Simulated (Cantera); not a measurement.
An isothermal, constant-pressure homogeneous reactor starts with NO : N₂ = 1 : 0.17 (molar parts), at 1675 K and 2670 Pa. Integrator tolerance rtol = 1e-08.

Detailed kinetics in Cantera: GRI-Mech 3.0 (53 species, 325 reactions). Radical loss at walls, strong at low pressure, is not modelled.

What does this change do: N2 0.17 to 0.033 parts?


```
quantity                                            before                                     after
----------------  ----------------------------------------  ----------------------------------------
x(NO) at 30.0 s      0.772 (gas-phase equilibrium 0.00321)     0.864 (gas-phase equilibrium 0.00324)
x(O) at 30.0 s    5.17e-5 (gas-phase equilibrium 0.000137)  5.75e-5 (gas-phase equilibrium 0.000146)
x(N₂) at 30.0 s        0.187 (gas-phase equilibrium 0.571)      0.0839 (gas-phase equilibrium 0.514)
x(N₂O) at 30.0 s  0.000191 (gas-phase equilibrium 2.62e-8)  0.000236 (gas-phase equilibrium 2.51e-8)
x(O₂) at 30.0 s       0.0412 (gas-phase equilibrium 0.426)      0.0519 (gas-phase equilibrium 0.482)
```
